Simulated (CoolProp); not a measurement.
Properties of toluene along the isobar 30.6 bar (Tc = 591.7 K, pc = 41.26 bar, ω = 0.266).

Model: reference Helmholtz-energy equation of state, Lemmon 2006, in CoolProp. It is a short technical equation, of lower accuracy than the large ones.

```tsv
T (K)	phase	Z	cp (kJ/(kg K))	speed of sound (m/s)	conductivity (mW/(m K))	fugacity coefficient
524.4	liquid	0.1064	2.643	451.7	81.4	0.4530
536.7	liquid	?	2.752	397.2	79.8	0.5181
549	liquid	0.1110	2.909	337.5	78.2	0.5864
561.2	liquid	0.1159	3.198	268.5	76.8	0.6561
573.5	gas	0.5662	3.228	?	46.1	0.7058
585.8	gas	0.6268	2.805	151.1	44.9	0.7283
598	gas	0.6696	2.646	163.3	45.1	0.7477
610.3	gas	0.7035	?	173.3	45.8	0.7652
```

### Question
Complete the blanks.

### Answer

- 536.7, Z: 0.1082
- 573.5, speed of sound (m/s): 134.3
- 610.3, cp (kJ/(kg K)): 2.567

Thermal conductivity comes from a separate model (Assael 2012).
